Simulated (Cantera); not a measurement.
Charge: 1 mol SiCl₄, 1.6 mol H₂, at 1.00 bar.

Method: chemical equilibrium by Gibbs-energy minimisation in Cantera with the NASA 1993 tables (ideal gas, pure condensed phases). Candidate condensed phases: Si; 19 gas species. The tables' values for SiCl₃ are old estimates; treat these amounts as uncertain. Kinetics and transport are ignored. All values below are at 1198 K.

Base state: H₂ 0.541, SiCl₄ 0.308, HCl 0.0784, SiHCl₃ 0.0571, SiCl₃ 0.0112, SiCl₂ 0.00363, SiH₂Cl₂ 0.00138 (mole fractions); condensed: gas only.

**Question.** What changes in the equilibrium state with this change: SiCl₄ replaced by Si?

**Answer.** 
```csv
species,before,after
H₂,0.541,1.000
SiCl₄,0.308,0
HCl,0.0784,0
SiHCl₃,0.0571,0
SiCl₃,0.0112,0
SiCl₂,0.00363,0
SiH₂Cl₂,0.00138,0
"Si(s), mol",0,1.000
```
